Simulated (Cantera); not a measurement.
What does this Cantera script print?

```python
import numpy as np
import cantera as ct

gas_names = """
    AL ALCL ALCL2 ALCL3 ALN AL2 AL2CL6 CL CL2 N N2
""".split()
cond_names = """
    AL(cr) AL(L) ALCL3(s) ALCL3(L) ALN(s)
""".split()


# ... load() reads the species with a 1 bar reference pressure and builds the phases ...
atoms = {
    'AlN': {'AL': 1, 'N': 1},
    'Cl2': {'CL': 2},
    'N2': {'N': 2},
}
top_T = {'ALN(s)': 2750}  # K; cautious upper limits of use, not melting points


# ... equilibrate(T, P, feed) seeds the gas with the atoms and calls Mixture.equilibrate('TP', solver="vcs", rtol=1e-11, max_steps=5000) ...
results = []
feed = {'AlN': 1, 'Cl2': 0.036, 'N2': 0.041}  # mol
T = 773.15  # K
P = 5900  # Pa
mix = equilibrate(T, P, feed)
results.append((T, P, feed, dict(zip(mix.species_names, mix.species_moles))))
print(gas.report(threshold=0.001))
for i in range(1, mix.n_phases):
    print(f"{mix.phase(i).name:16s} {mix.phase_moles(i):12.5e} mol")
```

Output:

```
       temperature   773.15 K
          pressure   5900 Pa
           density   0.057302 kg/m^3
  mean mol. weight   62.434 kg/kmol
   phase of matter   gas

                          1 kg             1 kmol
                     ---------------   ---------------
          enthalpy        -2.694e+06        -1.682e+08  J
   internal energy        -2.797e+06       -1.7463e+08  J
           entropy            4888.6        3.0522e+05  J/K
    Gibbs function       -6.4737e+06       -4.0417e+08  J
 heat capacity c_p            774.95             48383  J/K
 heat capacity c_v            641.77             40068  J/K

                      mass frac. Y      mole frac. X     chem. pot. / RT
                     ---------------   ---------------   ---------------
             ALCL3           0.57121           0.26747           -136.02
            AL2CL6           0.11186           0.02619           -272.03
                N2           0.31693           0.70634           -27.422
     [   +8 minor]        2.0554e-09        1.3119e-09

AL(cr)            0.00000e+00 mol
ALCL3(L)          0.00000e+00 mol
ALN(s)            9.76000e-01 mol
```

These are equilibrium values from Cantera (NASA tables, ideal gas, pure condensed phases), not measurements of a reactor.
